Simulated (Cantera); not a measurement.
A closed system holds: 1 mol CH3Cl, held at 1400 K and 1.00 Torr.

These are equilibrium values from Cantera (NASA tables, ideal gas, pure condensed phases), not measurements of a reactor. Candidate condensed phases: C, C6H6, C7H8, C8H18; 91 gas species. Rates play no part.

What is the equilibrium state?

x(H2): 0.500
x(HCl): 0.500
x(H): 9.42e-5
x(Cl): 7.75e-5
x(CH4): 1.44e-6
x(C2H2 (acetylene)): 1.26e-6
n(C(graphite)): 1.000 mol
gas amount: 2.000 mol
